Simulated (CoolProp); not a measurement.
Vapour-liquid equilibrium of carbon dioxide (1) + propane (2) at 1160 kPa; x and y are mole fractions of (1).

The numbers come from the multi-fluid Helmholtz-energy mixture model, Span 1996 and Lemmon 2009; pair parameters Kunz 2012 in CoolProp.

### Question
Give the bubble temperature and the first vapour's composition at x = 0.2, 0.65, 0.95. Is there an azeotrope?

### Answer
x = 0.2: 264.8 K, y = 0.699; x = 0.65: 242.1 K, y = 0.905; x = 0.95: 237.8 K, y = 0.974. No azeotrope shows between x = 0.05 and 0.95.

The pair parameters rest on a limited set of measurements; away from them the model extrapolates. With so large a gap from Raoult's law the liquid may split in two, which this calculation doesn't test in full.
